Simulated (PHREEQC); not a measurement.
Make-up at 80 °C: 0.25 mol/kgw HF. Closed to the air; pH follows from the charge balance.

The numbers come from PHREEQC with the ion-association model, wateq4f.dat.

```tsv
quantity	before	after
pH	2.02	2.27
ionic strength (mol/kgw)	0.0106	0.0181
HF (mol/kgw)	0.208	0.200
F- (mol/kgw)	0.00557	0.00972
HF2- (mol/kgw)	0.00499	0.00836
```

**Question.** Which change was made?
A) 0.012 mol/kgw NaHCO3 added
B) diluted 100-fold with water
C) diluted 2-fold with water
D) temperature from 80 to 25 °C
E) HF from 0.25 to 0.225 mol/kgw

**Answer.** A, 0.012 mol/kgw NaHCO3 added

This is a speciation only: nothing precipitates in the calculation. wateq4f.dat counts part of the HF as a dimer, H2F2, which phreeqc.dat doesn't know; its constant is uncertain. Constants without temperature data keep their 25 °C values here.
